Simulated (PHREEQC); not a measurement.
30 mol of Gypsum (CaSO4:2H2O) is brought to equilibrium with 1 kg of water, with rising amounts of Na2B4O7, at 20 °C. No CO2 enters from the air. Only these solids could form: Gypsum.

Computed with PHREEQC (Pitzer model, pitzer.dat).

Problem. Predict pH, dissolved Ca (mol/kgw), dissolved S (mol/kgw), CaB(OH)4+ (mol/kgw) at Na2B4O7 added (mol) = 0, 0.02, 0.035, 0.04.

Solution. 
| Na2B4O7 added (mol) | pH | dissolved Ca (mol/kgw) | dissolved S (mol/kgw) | CaB(OH)4+ (mol/kgw) |
|---|---|---|---|---|
| 0 | 7.13 | 0.0148 | 0.0148 | 0 |
| 0.02 | 9.04 | 0.0225 | 0.0225 | 0.00576 |
| 0.035 | 9.06 | 0.0272 | 0.0272 | 0.00855 |
| 0.04 | 9.07 | 0.0285 | 0.0285 | 0.00929 |

Species that the database lacks are ignored.
